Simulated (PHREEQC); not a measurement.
A solution holds 0.56 mol/kgw K2CO3, at 25 °C. Closed to the air; pH follows from the charge balance.

The numbers come from PHREEQC with the Pitzer model, pitzer.dat.

```tsv
quantity	before	after
pH	11.71	10.90
ionic strength (mol/kgw)	1.67	0.0159
HCO3- (mol/kgw)	0.00602	0.000903
CO2 (mol/kgw)	1.31e-8	2.21e-8
```

What was changed between the two runs?
A) diluted 100-fold with water
B) temperature from 25 to 30 °C
C) temperature from 25 to 60 °C
D) K2CO3 from 0.56 to 0.616 mol/kgw

A, diluted 100-fold with water

No solid was allowed to form. In brines, pH and single-ion activities rest on the MacInnes convention.
